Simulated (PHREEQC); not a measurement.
A solution holds 0.0086 mol/kgw CuSO4, 0.0039 mol/kgw HNO3, 0.0013 mol/kgw Na2SO4 and 0.0011 mol/kgw Cu(NO3)2, at 25 °C. Closed to the air; pH follows from the charge balance.

All values are PHREEQC results (ion-association model, phreeqc.dat), not measurements.

| Property | Result |
|---|---|
| pH | 2.59 |
| ionic strength | 0.0334 mol/kgw |
| specific conductance | 2890 µS/cm |
| total alkalinity | -3.90 meq/kg |

| species | molality | activity | log γ |
|---|---|---|---|
| Cu+2 | 0.00717 | 0.00381 | -0.274 |
| SO4-2 | 0.00636 | 0.00328 | -0.288 |
| NO3- | 0.00610 | 0.00509 | -0.079 |
| H+ | 0.00294 | 0.00255 | -0.060 |
| Na+ | 0.00256 | 0.00217 | -0.072 |
| CuSO4 | 0.00253 | 0.00255 | 0.003 |
| HSO4- | 0.000964 | 0.000814 | -0.074 |
| NaSO4- | 4.19e-5 | 3.56e-5 | -0.070 |

No solid was allowed to form. Complexes and solids missing from the database can't appear.
